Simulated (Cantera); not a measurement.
A perfectly stirred reactor is fed with H₂ : O₂ : N₂ = 1 : 1.14 : 4.27 (molar parts), equivalence ratio 0.44, at 5.00 bar; it is adiabatic with a 350 K inlet, and is followed from long to short residence time, starting on the burning branch (τ in s: 0.16, 0.067, 0.029, 0.013, 0.0054, 0.0023, 0.001, 0.00043, 0.00019, 8.1e-05).

Cantera simulation using the H2/O2 subset of GRI-Mech 3.0, which has no nitrogen chemistry; the numbers are that mechanism's predictions, not measurements. The hydrogen kinetics of GRI-Mech 3.0 are dated; newer H2 mechanisms differ, most at raised pressure.

One state of this run: T (K) = 1546; x H₂ = 0.00118; x O₂ = 0.108; x H = 5.24e-5; x OH = 0.000970; x O = 0.000214. x: mole fraction; the columns are a selection and need not sum to one.

Q: Which value of τ (s) does it belong to?
A) 0.00019
B) 0.029
C) 0.0010
D) 0.067

A: C, 0.0010
